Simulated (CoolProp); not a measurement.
A single-stage vapour-compression cycle with R507A: evaporating at 262.15 K (dew point), condensing at 305.15 K (bubble point), superheat 2 K, subcooling 8 K, compressor efficiency 0.7, no pressure losses. Each further row changes one setting.

Computed with CoolProp (reference Helmholtz-energy equation of state, Lemmon 2003). It is a pseudo-pure fit of the blend.

```
case                              cooling COP  pressure ratio  discharge temperature (K)  refrigerating effect (kJ/kg)  volumetric capacity (kJ/m³)
--------------------------------  -----------  --------------  -------------------------  ----------------------------  ---------------------------
as stated                                3.48            3.54                      320.7                           124                         2750
evaporating temperature 267.15 K         4.12             [?]                        [?]                           126                         3320
condensing temperature 300.15 K          4.10            3.11                        [?]                           131                         2910
subcooling 13 K                          3.69            3.54                      320.7                           131                         2910
superheat 12 K                           3.51            3.54                      330.8                           133                         2790
compressor efficiency 0.6                2.98            3.54                      325.8                           124                         2750
```

Problem. Complete the blanks.

Solution. 
- evaporating temperature 267.15 K, pressure ratio: 2.99
- evaporating temperature 267.15 K, discharge temperature (K): 318.8
- condensing temperature 300.15 K, discharge temperature (K): 314.6
